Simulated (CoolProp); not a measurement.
Model: reference Helmholtz-energy equation of state, Lemmon 2006, in CoolProp. It is a short technical equation, of lower accuracy than the large ones.

Problem. Give the vapour pressure (MPa), liquid density (kg/m³), vapour density (kg/m³) of saturated CH3F (R41) at -39.45, 24.85 °C.

Solution. 
```
T (°C)  p (MPa)  liquid density (kg/m³)  vapour density (kg/m³)
------  -------  ----------------------  ----------------------
-39.45    0.586                     793                    11.8
24.85      3.81                     575                    93.6
```
